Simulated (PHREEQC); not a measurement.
Consider water at 20 °C with 0.0046 mol/kgw CuSO4, 0.0005 mol/kgw HNO3 and 0.018 mol/kgw Na2SO4. Closed to the air; pH follows from the charge balance.

The numbers come from PHREEQC with the ion-association model, wateq4f.dat.

```tsv
quantity	before	after
pH	3.62	4.39
ionic strength (mol/kgw)	0.0619	0.00690
SO4-2 (mol/kgw)	0.0190	0.00215
Cu+2 (mol/kgw)	0.00264	0.000378
CuSO4 (mol/kgw)	0.00196	8.15e-5
NaSO4- (mol/kgw)	0.00139	2.64e-5
SI of Chalcanthite (CuSO4:5H2O)	-2.34	-3.73
SI of Tenorite (CuO)	-3.49	-2.60
```

What was changed between the two runs?
A) Na2SO4 from 0.018 to 0.027 mol/kgw
B) diluted 10-fold with water
C) diluted 2-fold with water
D) diluted 100-fold with water

B, diluted 10-fold with water

This is a speciation only: nothing precipitates in the calculation.
